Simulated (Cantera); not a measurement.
Input: 1 mol CuO, 0.71 mol CO, equilibrated at 2.33 Torr.

Cantera equilibrium calculation (NASA polynomials, part measured and part estimated; ideal gas, pure solids and liquids). Candidate condensed phases: C, Cu, CuO, Cu₂O; 15 gas species. Rates play no part. All values below are at 1798 K.

Base state: CO₂ 0.679, Cu 0.171, O₂ 0.143, CO 0.00651, O 0.000810, CuO 0.000476, Cu₂ 0.000324 (mole fractions); condensed: Cu(l).

**Question.** What changes in the equilibrium state with this change: CuO replaced by Ta₂O₅?

**Answer.** 
```json
[
 {"species": "CO", "before": "0.00651", "after": "1.000"},
 {"species": "CO₂", "before": "0.679", "after": "0.000391"},
 {"species": "O", "before": "0.000810", "after": "3.04e-9"},
 {"species": "Cu", "before": "0.171", "after": "0"},
 {"species": "O₂", "before": "0.143", "after": "<1e-9"},
 {"species": "CuO", "before": "0.000476", "after": "0"},
 {"species": "Cu₂", "before": "0.000324", "after": "0"},
 {"species": "Cu(l), mol", "before": "0.822", "after": "0"},
 {"species": "TaC(s), mol", "before": "0", "after": "7.88e-5"},
 {"species": "Ta₂O₅(s), mol", "before": "0", "after": "1.000"}
]
```
Mutual solubility and eutectic melting of coexisting phases are not modelled. TaC: taken at fixed stoichiometry. Condensed phases not in the tables: Ta₂C. Further candidate phases: Ta, TaC, Ta₂O₅.
